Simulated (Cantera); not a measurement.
Charge: 1 mol Si₃H₈, 370 mol H₂, 4.3 mol HCl, at 1 atm.

Cantera equilibrium calculation (NASA polynomials, part measured and part estimated; ideal gas, pure solids and liquids). Candidate condensed phases: Si; 19 gas species. The feed counts by its element totals alone. Gases not in the tables: Si₂H₆ and higher silanes. Rates play no part.

Task: Which condensed phases are stable at each of these points (T (°C)): 650, 750, 850, 950, 1050, 1150, 1250, 1350, 1450, 1550?

Result: 
| T (°C) | condensed phases | Si condensed (%) |
|---|---|---|
| 650 | Si(s) | 62.1 |
| 750 | Si(s) | 70.7 |
| 850 | Si(s) | 82.0 |
| 950 | Si(s) | 90.7 |
| 1050 | Si(s) | 94.1 |
| 1150 | Si(s) | 94.9 |
| 1250 | Si(s) | 94.9 |
| 1350 | Si(s) | 94.7 |
| 1450 | Si(l) | 94.7 |
| 1550 | Si(l) | 95.0 |

From 650 °C to 1350 °C the condensed part is Si(s). From 1450 °C to 1550 °C the condensed part is Si(l).
